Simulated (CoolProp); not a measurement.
Vapour-liquid equilibrium of R22 (1) + R152A (2) at -89.25 °C; x and y are mole fractions of (1).

Model: multi-fluid Helmholtz-energy mixture model, Kamei 1995 and Outcalt 1996; pair parameters Bell 2016, in CoolProp.

```json
[
 {"x": "0.05", "bubble pressure, mixture model (MPa)": "0.001763", "bubble pressure, Raoult's law (MPa)": "0.001810", "y, mixture model": "0.119", "y, Raoult's law": "0.141"},
 {"x": "0.15", "bubble pressure, mixture model (MPa)": "0.002028", "bubble pressure, Raoult's law (MPa)": "0.002158", "y, mixture model": "0.316", "y, Raoult's law": "0.356"},
 {"x": "0.25", "bubble pressure, mixture model (MPa)": "0.002312", "bubble pressure, Raoult's law (MPa)": "0.002506", "y, mixture model": "0.473", "y, Raoult's law": "0.510"},
 {"x": "0.35", "bubble pressure, mixture model (MPa)": "0.002618", "bubble pressure, Raoult's law (MPa)": "0.002854", "y, mixture model": "0.602", "y, Raoult's law": "0.627"},
 {"x": "0.45", "bubble pressure, mixture model (MPa)": "0.002950", "bubble pressure, Raoult's law (MPa)": "0.003202", "y, mixture model": "0.706", "y, Raoult's law": "0.719"},
 {"x": "0.55", "bubble pressure, mixture model (MPa)": "0.003308", "bubble pressure, Raoult's law (MPa)": "0.003550", "y, mixture model": "0.791", "y, Raoult's law": "0.793"},
 {"x": "0.65", "bubble pressure, mixture model (MPa)": "0.003690", "bubble pressure, Raoult's law (MPa)": "0.003898", "y, mixture model": "0.860", "y, Raoult's law": "0.853"},
 {"x": "0.75", "bubble pressure, mixture model (MPa)": "0.004092", "bubble pressure, Raoult's law (MPa)": "0.004246", "y, mixture model": "0.914", "y, Raoult's law": "0.904"},
 {"x": "0.85", "bubble pressure, mixture model (MPa)": "0.004504", "bubble pressure, Raoult's law (MPa)": "0.004594", "y, mixture model": "0.956", "y, Raoult's law": "0.947"},
 {"x": "0.95", "bubble pressure, mixture model (MPa)": "0.004915", "bubble pressure, Raoult's law (MPa)": "0.004942", "y, mixture model": "0.987", "y, Raoult's law": "0.983"}
]
```

The largest gap from Raoult's law is -8.3 % in bubble pressure, at x = 0.35. No azeotrope shows between x = 0.05 and 0.95.

Pair parameters are fitted to limited data, so mixtures are less certain than the pure fluids.
